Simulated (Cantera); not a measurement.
A perfectly stirred reactor is fed with 17.2 % C2H6, 82.8 % N2, at 1.01 bar; it is held at 1500 K, and followed from long to short residence time.

Computed with Cantera and GRI-Mech 3.0 (53 species, 325 reactions). GRI-Mech 3.0 stops at C3 and has no aromatics, soot or wall deposition, so with more carbon than oxygen in the feed, carbon stays in small species such as C2H2 where larger ones or solid carbon would form.

Predict: x(C2H6) at τ = 0.830 s; x(H2) at τ = 0.830 s; x(HCN) at τ = 0.830 s; x(C2H2) at τ = 0.830 s; x(C2H) at τ = 0.830 s; x(C2H6) at τ = 17.0 ms; x(H2) at τ = 17.0 ms; x(HCN) at τ = 17.0 ms; x(C2H2) at τ = 17.0 ms; x(C2H) at τ = 17.0 ms.


```
Item                       Value
----------------------  --------
x(C2H6) at τ = 0.830 s  0.000147
x(H2) at τ = 0.830 s       0.194
x(HCN) at τ = 0.830 s    1.11e-8
x(C2H2) at τ = 0.830 s     0.105
x(C2H) at τ = 0.830 s    1.32e-8
x(C2H6) at τ = 17.0 ms   0.00230
x(H2) at τ = 17.0 ms       0.182
x(HCN) at τ = 17.0 ms    1.11e-8
x(C2H2) at τ = 17.0 ms    0.0931
x(C2H) at τ = 17.0 ms    4.03e-8
```
